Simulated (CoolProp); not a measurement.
Vapour-liquid equilibrium of carbon dioxide (1) + R227EA (2) at 229.8 K; x and y are mole fractions of (1).

Values from CoolProp's multi-fluid Helmholtz-energy mixture model, Span 1996 and Lemmon 2016; pair parameters Bell 2016.

Problem. Give the bubble pressure and the first vapour's composition at x = 0.35, 0.5, 0.65. Is there an azeotrope?

Solution. x = 0.35: 0.3180 MPa, y = 0.937; x = 0.5: 0.4404 MPa, y = 0.963; x = 0.65: 0.5640 MPa, y = 0.978. No azeotrope shows between x = 0.05 and 0.95.

Pair parameters are fitted to limited data, so mixtures are less certain than the pure fluids.
